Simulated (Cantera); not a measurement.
A Cantera script and what it prints.

```python
import numpy as np
import cantera as ct

gas_names = """
    F FO FO2 F2 F2O H HF HOF HO2 H2 H2F2 H2O H2O2 H3F3 H4F4 H5F5 H6F6 H7F7 O OH O2 O3
""".split()
cond_names = """
    H2O(s) H2O(L)
""".split()


# ... load() reads the species with a 1 bar reference pressure and builds the phases ...
atoms = {
    'HF': {'H': 1, 'F': 1},
    'H2O': {'H': 2, 'O': 1},
    'O2': {'O': 2},
}
top_T = {}  # K; cautious upper limits of use, not melting points


# ... equilibrate(T, P, feed) seeds the gas with the atoms and calls Mixture.equilibrate('TP', solver="vcs", rtol=1e-11, max_steps=5000) ...
results = []
feed = {'HF': 1, 'H2O': 7.1, 'O2': 0.059}  # mol
P = 1300  # Pa
for T in [2273, 2373, 2473, 2573, 2673, 2773, 2873, 2973, 3073, 3173]:
    mix = equilibrate(T, P, feed)
    results.append((T, P, feed, dict(zip(mix.species_names, mix.species_moles))))

top = {s: max(r[3][s] / sum(r[3][g] for g in gas_names) for r in results) for s in gas_names}
cols = sorted((s for s in top if top[s] > 1e-06), key=lambda s: -top[s])[:6]
seen = [c for c in cond_names if any(r[3].get(c, 0) > 1e-12 for r in results)]
print("log10 of partial pressures in bar; condensed amounts in mol")
print(f"{'T/K':>10s}" + "".join(f"{s[:9]:>10s}" for s in cols + seen))
for T, P, feed, n in results:
    ng = sum(n[g] for g in gas_names)
    print(f"{T:10.4g}" + "".join(f"{np.log10(max(n[s] / ng * P / 1e5, 1e-99)):10.3f}" for s in cols)
          + "".join(f"{n.get(c, 0):10.4g}" for c in seen))
```

Output:

```
log10 of partial pressures in bar; condensed amounts in mol
       T/K       H2O         H         O        H2        HF        OH
      2273    -2.022    -3.616    -4.065    -3.081    -2.824    -3.366
      2373    -2.066    -3.324    -3.760    -2.938    -2.839    -3.203
      2473    -2.130    -3.064    -3.485    -2.825    -2.862    -3.066
      2573    -2.221    -2.836    -3.241    -2.744    -2.894    -2.962
      2673    -2.349    -2.640    -3.027    -2.699    -2.936    -2.893
      2773    -2.524    -2.477    -2.847    -2.696    -2.988    -2.867
      2873    -2.757    -2.349    -2.702    -2.741    -3.047    -2.888
      2973    -3.050    -2.254    -2.592    -2.833    -3.106    -2.959
      3073    -3.397    -2.190    -2.514    -2.967    -3.161    -3.075
      3173    -3.783    -2.149    -2.463    -3.132    -3.210    -3.225
```

These are equilibrium values from Cantera (NASA tables, ideal gas, pure condensed phases), not measurements of a reactor.
